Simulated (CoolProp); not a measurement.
Properties of octamethyltrisiloxane (MDM) along the isobar 845 kPa (Tc = 292.2 °C, pc = 1438 kPa, ω = 0.528).

Computed with CoolProp (reference Helmholtz-energy equation of state, Thol 2017).

| T (°C) | phase | speed of sound (m/s) | expansivity (1/kK) |
|---|---|---|---|
| 41.85 | liquid | 866.0 | 1.261 |
| 47.65 | liquid | 846.7 | 1.278 |
| 53.55 | liquid | 827.2 | 1.295 |
| 59.35 | liquid | 808.2 | 1.313 |
| 65.25 | liquid | 788.9 | 1.333 |
| 71.05 | liquid | 770.1 | 1.353 |
| 76.95 | liquid | 751.1 | 1.375 |
| 82.75 | liquid | 732.5 | 1.397 |
| 88.65 | liquid | 713.8 | 1.421 |
| 94.45 | liquid | 695.4 | 1.446 |
| 100.25 | liquid | 677.2 | 1.473 |
| 106.15 | liquid | 658.8 | 1.502 |
| 111.95 | liquid | 640.8 | 1.532 |
| 117.85 | liquid | 622.5 | 1.565 |
